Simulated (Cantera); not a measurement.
A closed system holds: 1 mol Si, 0.57 mol HCl, 3.2 mol H₂, held at 100 Torr.

Cantera equilibrium calculation (NASA polynomials, part measured and part estimated; ideal gas, pure solids and liquids). Candidate condensed phases: Si; 19 gas species. The tables' values for SiCl₃ are old estimates; treat these amounts as uncertain. Kinetics and transport are ignored.

x: gas mole fraction; n: condensed amount in mol.

```
T (K)   x H₂     x HCl   x SiCl₄   x SiCl₂  x SiHCl₃  n Si(s)
-----  -----  --------  --------  --------  --------  -------
673    0.956  0.000222    0.0278   3.27e-8    0.0151    0.843
773    0.956   0.00116    0.0280   1.32e-6    0.0145    0.844
873    0.954         …    0.0277         …    0.0137    0.848
973    0.949    0.0110    0.0263  0.000206    0.0127    0.854
1073   0.939    0.0239    0.0230   0.00118    0.0111    0.865
1173   0.924         …         …         …         …    0.877
1273   0.905    0.0642   0.00930    0.0118   0.00524    0.886
1373   0.890    0.0794   0.00331    0.0204   0.00235    0.887
1473   0.884    0.0856  0.000870    0.0260  0.000844    0.885
```

Question: What belongs in the gaps?

Answer: 
- 1173, x HCl: 0.0430
- 1173, x SiCl₄: 0.0170
- 1173, x SiCl₂: 0.00455
- 1173, x SiHCl₃: 0.00853
- 873, x HCl: 0.00411
- 873, x SiCl₂: 2.25e-5
